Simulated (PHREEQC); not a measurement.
Dissolve 0.0018 mol HF, 0.069 mol (NH4)2SiF6, 0.00014 mol H3PO4 and 0.0024 mol H2SO4 per kg of water at 20 °C. Closed to the air; pH follows from the charge balance.

Model: ion-association model, wateq4f.dat, run in PHREEQC.

No solid was allowed to form.

Question: What pH, ionic strength does the model give?

Answer: pH 2.42; ionic strength 0.212 mol/kgw.

Question: In which forms is P present?

Answer: H2PO4- 73 %, H3PO4 27 % of the P.

The solution is supersaturated, for example in Quartz (slow to form), Chalcedony (slow to form), so a real one may precipitate; this is no full list. Species that the database lacks are ignored. H3PO4, which wateq4f.dat lacks, is added to it with the constant of phreeqc.dat. SiF6-2 is the database's only silicon fluoride.
